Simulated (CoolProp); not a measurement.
Saturation properties of R141b (Tc = 477.5 K, pc = 4212 kPa, ω = 0.220).

The numbers come from the reference Helmholtz-energy equation of state, Lemmon 2006 in CoolProp. It is a short technical equation, of lower accuracy than the large ones.

```json
[
 {"T (K)": "371.9", "p (kPa)": "658.6", "liquid density (kg/m³)": "1076", "vapour Z": "0.8629", "liquid viscosity (µPa s)": "192", "vapour viscosity (µPa s)": "11.1", "liquid conductivity (mW/(m K))": "71.8"},
 {"T (K)": "375.6", "p (kPa)": "715.1", "liquid density (kg/m³)": "1066", "vapour Z": "0.8550", "liquid viscosity (µPa s)": "185", "vapour viscosity (µPa s)": "11.3", "liquid conductivity (mW/(m K))": "70.9"},
 {"T (K)": "379.3", "p (kPa)": "775.1", "liquid density (kg/m³)": "1057", "vapour Z": "0.8468", "liquid viscosity (µPa s)": "179", "vapour viscosity (µPa s)": "11.5", "liquid conductivity (mW/(m K))": "70.1"},
 {"T (K)": "383.1", "p (kPa)": "840.5", "liquid density (kg/m³)": "1048", "vapour Z": "0.8381", "liquid viscosity (µPa s)": "172", "vapour viscosity (µPa s)": "11.7", "liquid conductivity (mW/(m K))": "69.2"},
 {"T (K)": "386.8", "p (kPa)": "908.0", "liquid density (kg/m³)": "(withheld)", "vapour Z": "0.8293", "liquid viscosity (µPa s)": "166", "vapour viscosity (µPa s)": "11.9", "liquid conductivity (mW/(m K))": "68.4"},
 {"T (K)": "390.6", "p (kPa)": "981.4", "liquid density (kg/m³)": "1028", "vapour Z": "0.8198", "liquid viscosity (µPa s)": "160", "vapour viscosity (µPa s)": "(withheld)", "liquid conductivity (mW/(m K))": "67.6"},
 {"T (K)": "394.3", "p (kPa)": "1057", "liquid density (kg/m³)": "1018", "vapour Z": "0.8103", "liquid viscosity (µPa s)": "155", "vapour viscosity (µPa s)": "12.3", "liquid conductivity (mW/(m K))": "66.8"},
 {"T (K)": "398", "p (kPa)": "1137", "liquid density (kg/m³)": "1007", "vapour Z": "0.8004", "liquid viscosity (µPa s)": "149", "vapour viscosity (µPa s)": "12.4", "liquid conductivity (mW/(m K))": "66.0"},
 {"T (K)": "401.8", "p (kPa)": "1223", "liquid density (kg/m³)": "996.6", "vapour Z": "0.7899", "liquid viscosity (µPa s)": "144", "vapour viscosity (µPa s)": "(withheld)", "liquid conductivity (mW/(m K))": "65.2"},
 {"T (K)": "405.5", "p (kPa)": "1312", "liquid density (kg/m³)": "985.8", "vapour Z": "0.7792", "liquid viscosity (µPa s)": "139", "vapour viscosity (µPa s)": "12.8", "liquid conductivity (mW/(m K))": "64.5"},
 {"T (K)": "409.2", "p (kPa)": "1405", "liquid density (kg/m³)": "974.8", "vapour Z": "0.7681", "liquid viscosity (µPa s)": "134", "vapour viscosity (µPa s)": "13.0", "liquid conductivity (mW/(m K))": "63.8"},
 {"T (K)": "413", "p (kPa)": "1506", "liquid density (kg/m³)": "963.1", "vapour Z": "0.7562", "liquid viscosity (µPa s)": "129", "vapour viscosity (µPa s)": "13.2", "liquid conductivity (mW/(m K))": "63.0"},
 {"T (K)": "416.7", "p (kPa)": "1609", "liquid density (kg/m³)": "951.3", "vapour Z": "(withheld)", "liquid viscosity (µPa s)": "124", "vapour viscosity (µPa s)": "13.5", "liquid conductivity (mW/(m K))": "62.3"}
]
```

Q: What belongs in the gaps?

A: 
- 386.8, liquid density (kg/m³): 1038
- 390.6, vapour viscosity (µPa s): 12.1
- 401.8, vapour viscosity (µPa s): 12.6
- 416.7, vapour Z: 0.7442

It boils at 305.2 K under 1 atm.

Viscosity comes from a separate model (Huber 2003), an estimate that may be off by 10 % or more. Thermal conductivity comes from a separate model (Huber 2003), an estimate that may be off by 10 % or more.
